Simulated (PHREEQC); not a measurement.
Polishing slurry liquid: speciation

Dissolve 0.0014 mol/kgw HNO3, 0.275 mol/kgw K2SO4 and 0.00012 mol/kgw CuSO4 at 91 °C. Closed to the air; pH follows from the charge balance.

Computed with PHREEQC (ion-association model, wateq4f.dat).

Precipitation was switched off in this run.

Problem. What pH, ionic strength, activity of water does the model give?

Solution. pH 4.16; ionic strength 0.537 mol/kgw; activity of water 0.988.

Problem. In which forms is K present?

Solution. K+ 74 %, KSO4- 26 % of the K.

Species that the database lacks are ignored. Constants without temperature data keep their 25 °C values here.
